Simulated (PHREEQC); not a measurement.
A solution holds 0.021 mol CuCl2 and 0.05 mol Na2SO4 per kg of water, at 20 °C. It is in equilibrium with CO2 at log p = 0 (atm). Otherwise closed; pH follows from the charge balance.

Equilibrium calculation in PHREEQC: ion-association model, phreeqc.dat.

This is a speciation only: nothing precipitates in the calculation.

**Question.** Order these S species by the share of S that they hold, largest first: HSO4-, NaSO4-, SO4-2, CuSO4.

**Answer.** SO4-2 (72 %), CuSO4 (17 %), NaSO4- (10 %), HSO4- (0.42 %)

The pH is 3.79 and the ionic strength 0.167 mol/kgw.
